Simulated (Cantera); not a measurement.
Halide evaporation, hydrolysis and transport: NaI + N2

Input: 1 mol NaI, a varied amount of N2, equilibrated at 1150 °C and 0.113 Torr.

These are equilibrium values from Cantera (NASA tables, ideal gas, pure condensed phases), not measurements of a reactor. Candidate condensed phases: I2, Na, NaI; 7 gas species. Kinetics and transport are ignored.

From 1.4 mol N2 to 71 mol N2 nothing is condensed. The main Na-bearing gas is NaI throughout.

```
n(N2) (mol)   x N2    x NaI     x Na      x I     x I2     x Na2
-----------  -----  -------  -------  -------  -------  --------
1.4          0.567    0.377   0.0282   0.0282  1.55e-7   3.80e-9
1.9          0.638    0.310   0.0256   0.0256  1.28e-7   3.13e-9
2.8          0.720    0.235   0.0223   0.0223  9.67e-8   2.37e-9
4            0.785    0.177   0.0193   0.0193  7.28e-8   1.79e-9
5.7          0.837    0.130   0.0166   0.0166  5.36e-8   1.31e-9
8.2          0.879   0.0931   0.0140   0.0140  3.83e-8  9.41e-10
12           0.912   0.0644   0.0117   0.0117  2.65e-8  6.50e-10
17           0.935   0.0452  0.00979  0.00979  1.86e-8  4.57e-10
24           0.952   0.0315  0.00817  0.00817  1.30e-8  3.18e-10
35           0.966   0.0209  0.00666  0.00666  8.62e-9  2.11e-10
50           0.975   0.0140  0.00545  0.00545  5.78e-9  1.42e-10
71           0.982  0.00937  0.00445  0.00445  3.86e-9  9.47e-11
```
x: gas mole fraction; nothing condenses.
